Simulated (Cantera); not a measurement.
A jet of CH4 : O2 : N2 = 0.031 : 0.1 : 0.79 (molar parts) at 300 K and 0.148 atm hits a platinum plate 4.3 cm away at a mass flux of 0.16 kg/m²/s; the plate temperature is set and raised in steps from an oxygen-covered start.

Model: Deutschmann's 1995 Pt surface mechanism with GRI-Mech 3.0 gas chemistry, integrated in Cantera. Catalytic surfaces can have several steady states; this one follows from the mechanism file's or the stated starting coverage.

x: mole fraction at the wall; θ: surface coverage.

| plate T (K) | wall x CH4 | wall x O2 | wall x H2O | wall x OH | wall x CO | wall x CO2 | θ free Pt | θ O* | θ OH* |
|---|---|---|---|---|---|---|---|---|---|
| 900 | 0.0236 | 0.0871 | 0.0188 | [?] | 8.70e-6 | 0.0123 | 0.189 | 0.810 | 0.00138 |
| 950 | 0.0181 | 0.0755 | 0.0289 | [?] | 9.35e-6 | 0.0190 | 0.260 | 0.739 | 0.00157 |
| 1000 | 0.0136 | 0.0659 | 0.0373 | [?] | 9.58e-6 | 0.0246 | 0.334 | 0.665 | 0.00159 |
| 1050 | 0.0103 | 0.0589 | 0.0434 | [?] | 9.74e-6 | 0.0286 | 0.408 | 0.591 | 0.00151 |
| 1100 | 0.00798 | 0.0541 | 0.0475 | [?] | 1.01e-5 | 0.0314 | 0.479 | 0.520 | 0.00138 |

### Question
Some entries are withheld; supply them.

### Answer

- 900, wall x OH: 2.24e-8
- 950, wall x OH: 7.37e-8
- 1000, wall x OH: 2.04e-7
- 1050, wall x OH: 4.98e-7
- 1100, wall x OH: 1.09e-6
